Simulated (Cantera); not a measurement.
Charge: 1 mol BaF2, 0.11 mol HF, 4.1 mol N2, equilibrated at 10.0 Torr.

These are equilibrium values from Cantera (NASA tables, ideal gas, pure condensed phases), not measurements of a reactor. Candidate condensed phases: Ba, BaF2; 24 gas species. Equilibrium is a limit: real reactors are often held back by kinetics, nucleation or transport.

x: gas mole fraction; n: condensed amount in mol.

| T (K) | x N2 | x BaF2 | x HF | x F | x BaF | x H | x H2 | n BaF2(s) | n BaF2(l) |
|---|---|---|---|---|---|---|---|---|---|
| 798 | 0.974 | <1e-12 | 0.0261 | <1e-12 | <1e-12 | <1e-12 | <1e-12 | 1.00 | 0 |
| 898 | 0.974 | 3.52e-12 | 0.0261 | <1e-12 | <1e-12 | <1e-12 | <1e-12 | 1.00 | 0 |
| 998 | 0.974 | 6.47e-10 | 0.0261 | 1.89e-11 | <1e-12 | <1e-12 | 9.44e-12 | 1.00 | 0 |
| 1098 | 0.974 | 4.42e-8 | 0.0261 | 2.59e-10 | <1e-12 | 2.43e-12 | 1.28e-10 | 1.00 | 0 |
| 1198 | 0.974 | 1.42e-6 | 0.0261 | 2.31e-9 | <1e-12 | 5.52e-11 | 1.13e-9 | 1.000 | 0 |
| 1298 | 0.974 | 2.54e-5 | 0.0261 | 1.48e-8 | 1.08e-12 | 7.77e-10 | 7.00e-9 | 1.000 | 0 |
| 1398 | 0.974 | [?] | 0.0261 | [?] | [?] | [?] | [?] | 0.999 | 0 |
| 1498 | 0.972 | 0.00224 | 0.0261 | 3.01e-7 | 4.94e-9 | 5.20e-8 | 1.22e-7 | 0.991 | 0 |
| 1598 | 0.961 | 0.0131 | 0.0258 | 1.09e-6 | 1.35e-7 | 2.69e-7 | 3.41e-7 | 0.944 | 0 |
| 1698 | 0.918 | 0.0573 | 0.0246 | 4.00e-6 | 1.94e-6 | 9.37e-7 | 5.59e-7 | 0 | 0.744 |
| 1798 | 0.787 | 0.192 | 0.0211 | 1.69e-5 | 1.42e-5 | 1.92e-6 | 3.96e-7 | 0 | 0 |
| 1898 | 0.787 | 0.192 | 0.0211 | 4.54e-5 | 3.83e-5 | 5.66e-6 | 7.00e-7 | 0 | 0 |
| 1998 | 0.787 | 0.192 | 0.0211 | [?] | [?] | [?] | [?] | 0 | 0 |
| 2098 | 0.787 | 0.192 | 0.0211 | 0.000249 | 0.000209 | 3.61e-5 | 1.83e-6 | 0 | 0 |

Q: Fill in the missing entries.

A: 
- 1398, x BaF2: 0.000286
- 1398, x F: 7.35e-8
- 1398, x BaF: 1.02e-10
- 1398, x H: 7.44e-9
- 1398, x H2: 3.30e-8
- 1998, x F: 0.000111
- 1998, x BaF: 9.36e-5
- 1998, x H: 1.50e-5
- 1998, x H2: 1.16e-6
